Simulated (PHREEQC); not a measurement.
0.057 g of hydrous ferric oxide (600 m²/g; 0.2 weak and 0.005 strong sites per Fe, Dzombak-Morel constants, diffuse double layer) in 1 kg of water with 0.001 mol/kgw of an inert sodium salt and 1.5e-07 mol/kgw NaF and 8.8e-05 mol/kgw MnCl2, at 25 °C; the pH is set by adding NaOH or the inert anion's acid. The system is closed to oxygen. No CO2 enters from the air. Nothing may precipitate in this run.

Base run: PHREEQC, ion-association model, wateq4f.dat. Each further column changes one thing. The table gives F sorbed (%).

| pH | base | no electrostatic term (-no_edl) | background salt from 0.001 to 0.0001 mol/kgw | oxide from 0.057 to 0.29 g/kgw | 2.5e-05 mol/kgw SrCl2 added |
|---|---|---|---|---|---|
| 3 | 92.5 | 0.1 | 94.4 | 98.3 | 92.3 |
| 3.38 | 94.2 | 0.2 | 96.0 | 98.7 | 94.0 |
| 4.12 | 91.3 | 0.3 | 93.9 | 98.1 | 91.1 |
| 4.5 | 86.4 | 0.3 | 89.9 | 97.0 | 86.2 |
| 5.25 | 64.7 | 0.3 | 69.4 | 90.3 | 64.5 |
| 5.62 | 47.7 | 0.3 | 51.7 | 82.3 | 47.5 |
| 6.38 | 16.7 | 0.3 | 17.9 | 50.4 | 16.6 |
| 6.75 | 8.6 | 0.3 | 9.1 | 32.2 | 8.5 |
| 7.5 | 2.2 | 0.3 | 2.3 | 9.4 | 2.2 |
| 7.88 | 1.2 | 0.3 | 1.3 | 4.7 | 1.2 |
| 8.62 | 0.4 | 0.2 | 0.4 | 1.0 | 0.4 |
| 9 | 0.2 | 0.1 | 0.2 | 0.4 | 0.2 |

The oxide is taken as insoluble; below pH 4 it would dissolve.
